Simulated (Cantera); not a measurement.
A perfectly stirred reactor is fed with 22.2 % C2H4, 77.8 % H2, at 1.00 atm; it is held at 1075 K, and followed from long to short residence time.

Computed with Cantera and GRI-Mech 3.0 (53 species, 325 reactions). GRI-Mech 3.0 was tuned for natural gas; its chemistry of ethylene as a main component is partial and can be far from experiment. GRI-Mech 3.0 stops at C3 and has no aromatics, soot or wall deposition, so with more carbon than oxygen in the feed, carbon stays in small species such as C2H2 where larger ones or solid carbon would form.

x: mole fraction; the columns are a selection and need not sum to one.

| τ (s) | x C2H4 | x H2 | x C2H2 | x C2H | x CH4 |
|---|---|---|---|---|---|
| 20 | 0.108 | 0.656 | 0.00145 | <1e-12 | 0.180 |
| 4.5 | 0.136 | 0.716 | 0.00147 | <1e-12 | 0.0758 |
| 1.0 | ? | 0.751 | ? | <1e-12 | ? |
| 0.24 | 0.191 | 0.768 | 0.000430 | <1e-12 | 0.00292 |
| 0.054 | 0.218 | 0.777 | ? | <1e-12 | ? |
| 0.012 | 0.222 | 0.778 | 7.25e-7 | <1e-12 | 2.31e-9 |
| 0.0028 | 0.222 | 0.778 | 1.62e-7 | <1e-12 | 2.20e-11 |

Problem. What belongs in the gaps?

Solution. 
- 1.0, x C2H4: 0.161
- 1.0, x C2H2: 0.00106
- 1.0, x CH4: 0.0200
- 0.054, x C2H2: 5.18e-5
- 0.054, x CH4: 8.11e-5
